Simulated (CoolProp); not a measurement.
The numbers come from the reference Helmholtz-energy equation of state, Gao 2022 in CoolProp.

Question: Give the vapour pressure (MPa), liquid density (kg/m³), vapour density (kg/m³), enthalpy of vaporisation (kJ/kg) of saturated n-perfluorohexane at 276.9, 323.2, 369.5 K.

Answer: 
```json
[
 {"T (K)": "276.9", "p (MPa)": "0.0106", "liquid density (kg/m³)": "1740", "vapour density (kg/m³)": "1.57", "enthalpy of vaporisation (kJ/kg)": "98.5"},
 {"T (K)": "323.2", "p (MPa)": "0.0792", "liquid density (kg/m³)": "1600", "vapour density (kg/m³)": "10.5", "enthalpy of vaporisation (kJ/kg)": "86.5"},
 {"T (K)": "369.5", "p (MPa)": "0.323", "liquid density (kg/m³)": "1440", "vapour density (kg/m³)": "41.7", "enthalpy of vaporisation (kJ/kg)": "72.1"}
]
```
